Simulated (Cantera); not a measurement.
Input: 1 mol BN, 0.53 mol Cl2, held at 1200 K and 0.650 bar.

Cantera equilibrium calculation (NASA polynomials, part measured and part estimated; ideal gas, pure solids and liquids). Candidate condensed phases: B, BN; 10 gas species. Rates play no part.

Base state: BCl3 0.667, N2 0.333 (mole fractions); condensed: BN(s).

Problem. What changes in the equilibrium state with this change: Cl2 from 0.53 to 17 mol?

Solution. 
| species | before | after |
|---|---|---|
| Cl2 | 9.93e-7 | 0.906 |
| BCl3 | 0.667 | 0.0587 |
| N2 | 0.333 | 0.0293 |
| Cl | 5.84e-6 | 0.00558 |
| BN(s), mol | 0.647 | 0 |
